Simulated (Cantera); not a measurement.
Charge: 1 mol CuO, 1.2 mol CH4, 2.2 mol CO, held at 1750 K and 1.33 mbar.

Cantera equilibrium calculation (NASA polynomials, part measured and part estimated; ideal gas, pure solids and liquids). Candidate condensed phases: C, C6H6, C7H8, C8H18, Cu, CuO, Cu(OH)2, Cu2O, H2O; 113 gas species. The numbers say what is thermodynamically allowed, not how fast it happens.

What is the equilibrium state?


```json
{
 "x(CO)": "0.484",
 "x(H2)": "0.361",
 "x(Cu)": "0.151",
 "x(H)": "0.00383",
 "x(Cu2)": "0.000156",
 "x(C2H2 (acetylene))": "4.15e-5",
 "n(C(graphite))": "0.199 mol",
 "gas_amount": "6.612 mol",
 "log10 activity of Cu(l) (absent)": "-0.17"
}
```
